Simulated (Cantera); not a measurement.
Source: NASA polynomial tables (part measured, part estimated), evaluated in Cantera. Values are per mole of reaction as written; species without (g) are pure solids or liquids, kept so even where they would boil at 1 bar.

Question: Between 400 and 600 K, where is each reaction favourable under standard conditions?
- 10 H(g) + P4O10 = P4(g) + 10 OH(g)

Answer: 
- 10 H(g) + P4O10 = P4(g) + 10 OH(g): ΔG° is 987 kJ at 400 K and 848 kJ at 600 K; it stays positive (K < 1). ΔH° is 1247 kJ and ΔS° 665 J/K at 600 K.
